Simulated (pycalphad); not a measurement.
All values are pycalphad results on the COST 507 light-alloy database (1999) (1 atm), not direct measurements. The database dates from 1999; later assessments differ in places, in temperatures and in the compounds included. Diffusion is slow at the low end, where real alloys seldom reach equilibrium.

# N-82.6B (at.%): equilibrium cooling sequence

```json
[
 {"T (K)": "2669.8", "phases above": "gas + liquid", "phases below": "BN_HP4 + liquid"},
 {"T (K)": "2348.0", "phases above": "BN_HP4 + liquid", "phases below": "β-boron + BN_HP4"}
]
```

Changes were sought between steps of 100 K, so a narrower field can be missed. At the top of the range, 3700 K, the alloy is not yet fully liquid: it holds liquid + gas.

Database names, with the compositions (at.%) that they take in these runs: BN_HP4: N 50 B 50.
